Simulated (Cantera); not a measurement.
Charge: 1 mol SiH4, 6.4 mol N2, held at 10.0 mbar.

These are equilibrium values from Cantera (NASA tables, ideal gas, pure condensed phases), not measurements of a reactor. Candidate condensed phases: Si, Si3N4; 18 gas species. N2 is the only nitrogen source here; it is nearly inert below about 1500 K, so the nitride shown seldom forms there in practice. The tables' values for SiN are old estimates; treat these amounts as uncertain. Gases not in the tables: Si2H6 and higher silanes. The numbers say what is thermodynamically allowed, not how fast it happens.

x: gas mole fraction; n: condensed amount in mol.

```json
[
 {"T (K)": "723", "x N2": "0.741", "x H2": "0.259", "x H": "<1e-12", "x Si": "<1e-12", "x SiH": "<1e-12", "n Si3N4(s)": "0.333", "n Si(l)": "0"},
 {"T (K)": "873", "x N2": "0.741", "x H2": "0.259", "x H": "2.38e-10", "x Si": "<1e-12", "x SiH": "<1e-12", "n Si3N4(s)": "0.333", "n Si(l)": "0"},
 {"T (K)": "1023", "x N2": "0.741", "x H2": "0.259", "x H": "2.11e-8", "x Si": "<1e-12", "x SiH": "<1e-12", "n Si3N4(s)": "0.333", "n Si(l)": "0"},
 {"T (K)": "1173", "x N2": "0.741", "x H2": "0.259", "x H": "6.00e-7", "x Si": "<1e-12", "x SiH": "<1e-12", "n Si3N4(s)": "0.333", "n Si(l)": "0"},
 {"T (K)": "1323", "x N2": "0.741", "x H2": "0.259", "x H": "8.06e-6", "x Si": "2.18e-11", "x SiH": "8.13e-12", "n Si3N4(s)": "0.333", "n Si(l)": "0"},
 {"T (K)": "1473", "x N2": "0.741", "x H2": "0.259", "x H": "6.43e-5", "x Si": "1.31e-8", "x SiH": "2.40e-9", "n Si3N4(s)": "0.333", "n Si(l)": "0"},
 {"T (K)": "1623", "x N2": "0.741", "x H2": "0.258", "x H": "(withheld)", "x Si": "(withheld)", "x SiH": "(withheld)", "n Si3N4(s)": "0.333", "n Si(l)": "0"},
 {"T (K)": "1773", "x N2": "0.741", "x H2": "0.258", "x H": "0.00144", "x Si": "0.000177", "x SiH": "1.11e-5", "n Si3N4(s)": "0.333", "n Si(l)": "0"},
 {"T (K)": "1923", "x N2": "0.759", "x H2": "0.235", "x H": "(withheld)", "x Si": "(withheld)", "x SiH": "(withheld)", "n Si3N4(s)": "0", "n Si(l)": "(withheld)"},
 {"T (K)": "2073", "x N2": "0.749", "x H2": "0.228", "x H": "0.0125", "x Si": "0.00997", "x SiH": "0.000274", "n Si3N4(s)": "0", "n Si(l)": "0.904"}
]
```

What belongs in the gaps?


- 1623, x H: 0.000351
- 1623, x Si: 2.39e-6
- 1623, x SiH: 2.44e-7
- 1923, x H: 0.00456
- 1923, x Si: 0.00170
- 1923, x SiH: 6.73e-5
- 1923, n Si(l): 0.983
